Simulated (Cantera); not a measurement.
Catalytic combustion on Pt

An isothermal plug-flow reactor at 700 K and 1.80 bar (inlet), inlet velocity 0.98 m/s, active area per volume 3000 1/m; feed CO : O2 : N2 : H2O = 0.024 : 0.012 : 0.79 : 0.082 (molar parts).

Computed with Cantera and Deutschmann's 1995 Pt surface mechanism with GRI-Mech 3.0 gas chemistry. Catalytic surfaces can have several steady states; this one follows from the mechanism file's or the stated starting coverage. Mass transfer to the wall is taken as infinitely fast.

```
z (m)      x CO    x O2   x H2O     x CO2  θ free Pt  θ CO*
-------  ------  ------  ------  --------  ---------  -----
0.00011  0.0264  0.0132  0.0903   3.63e-5     0.0214  0.977
0.0002   0.0264  0.0132  0.0903   6.60e-5     0.0214  0.977
0.00036  0.0263  0.0132  0.0903  0.000119     0.0215  0.977
0.00064  0.0262  0.0131  0.0903  0.000211     0.0215  0.977
0.0011   0.0261  0.0130  0.0903  0.000363     0.0216  0.977
0.002    0.0258  0.0129  0.0903  0.000660     0.0217  0.977
0.0036   0.0253  0.0126  0.0904   0.00119     0.0219  0.977
0.0064   0.0243  0.0122  0.0904   0.00211     0.0223  0.976
0.011    0.0228  0.0114  0.0905   0.00363     0.0230  0.976
```
x: gas mole fraction; θ: surface coverage.
